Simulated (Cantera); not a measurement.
# FeS2 + H2 + N2 (hydrogen reduction and annealing atmospheres)

Input: 1 mol FeS2, 370 mol H2, 15 mol N2, held at 0.653 Torr.

Cantera equilibrium calculation (NASA polynomials, part measured and part estimated; ideal gas, pure solids and liquids). Candidate condensed phases: Fe, FeS, FeS2, S; 16 gas species. Rates play no part.

| T (K) | x H2 | x N2 | x H | x H2S | x Fe | n Fe(γ) |
|---|---|---|---|---|---|---|
| 1373 | 0.956 | 0.0389 | 0.000110 | 0.00414 | 8.97e-6 | 0.997 |
| 1423 | 0.956 | 0.0389 | 0.000220 | 0.00371 | 3.06e-5 | 0.988 |
| 1473 | 0.956 | 0.0389 | 0.000419 | 0.00324 | 9.61e-5 | 0.963 |
| 1523 | 0.956 | 0.0389 | 0.000766 | 0.00278 | 0.000279 | 0.892 |
| 1573 | 0.955 | 0.0388 | 0.00135 | 0.00235 | 0.000756 | 0.708 |
| 1623 | 0.953 | 0.0388 | 0.00229 | 0.00196 | 0.00192 | 0.257 |
| 1673 | 0.951 | 0.0387 | 0.00377 | 0.00162 | 0.00258 | 0 |
| 1723 | 0.949 | 0.0387 | 0.00602 | 0.00133 | 0.00258 | 0 |
| 1773 | 0.945 | 0.0386 | 0.00938 | 0.00108 | 0.00257 | 0 |
| 1823 | 0.941 | 0.0385 | 0.0142 | 0.000863 | 0.00257 | 0 |
x: gas mole fraction; n: condensed amount in mol.

From 1373 K to 1623 K the condensed part is Fe(γ). From 1673 K to 1823 K nothing is condensed. The main Fe-bearing gas is Fe throughout.
